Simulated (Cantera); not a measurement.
**Carbothermic reduction: Cu2O + CH4 + N2**

Charge: 1 mol Cu2O, 1.6 mol CH4, 0.68 mol N2, at 1 atm.

Equilibrium computed with Cantera from the NASA thermochemical tables; the gas is ideal and each condensed phase is pure. Candidate condensed phases: C, C6H6, C7H8, C8H18, Cu, CuO, Cu(OH)2, Cu2O, H2O; 139 gas species. Equilibrium is a limit: real reactors are often held back by kinetics, nucleation or transport.

From 975 K to 1325 K the condensed part is C(graphite) + Cu(s). From 1375 K to 1625 K the condensed part is C(graphite) + Cu(l).

```csv
T (K),log p H2,log p CO,log p N2,log p H2O,log p CH4,log p CO2,log p HCN,n C(graphite),n Cu(s),n Cu(l)
975,-0.22,-0.85,-0.80,-1.29,-1.35,-1.71,-5.98,0.709,2.00,0
1025,-0.21,-0.76,-0.82,-1.55,-1.54,-1.99,-5.63,0.646,2.00,0
1075,-0.20,-0.72,-0.83,-1.81,-1.74,-2.31,-5.31,0.609,2.00,0
1125,-0.19,-0.70,-0.84,-2.08,-1.92,-2.63,-5.03,0.593,2.00,0
1175,-0.19,-0.69,-0.84,-2.34,-2.09,-2.95,-4.77,0.588,2.00,0
1225,-0.18,-0.69,-0.85,-2.58,-2.25,-3.25,-4.52,0.588,2.00,0
1275,-0.18,-0.68,-0.85,-2.80,-2.40,-3.52,-4.30,0.590,2.00,0
1325,-0.18,-0.68,-0.85,-3.01,-2.53,-3.78,-4.10,0.591,2.00,0
1375,-0.18,-0.68,-0.85,-3.20,-2.66,-4.02,-3.91,0.592,0,2.00
1425,-0.18,-0.68,-0.85,-3.38,-2.78,-4.24,-3.73,0.593,0,2.00
1475,-0.18,-0.68,-0.85,-3.55,-2.89,-4.45,-3.57,0.594,0,2.00
1525,-0.18,-0.68,-0.85,-3.70,-3.00,-4.64,-3.42,0.594,0,2.00
1575,-0.18,-0.68,-0.85,-3.85,-3.10,-4.82,-3.27,0.594,0,2.00
1625,-0.18,-0.68,-0.85,-3.99,-3.19,-4.98,-3.14,0.594,0,2.00
```
log p: log10 of the partial pressure in bar; n: condensed amount in mol.
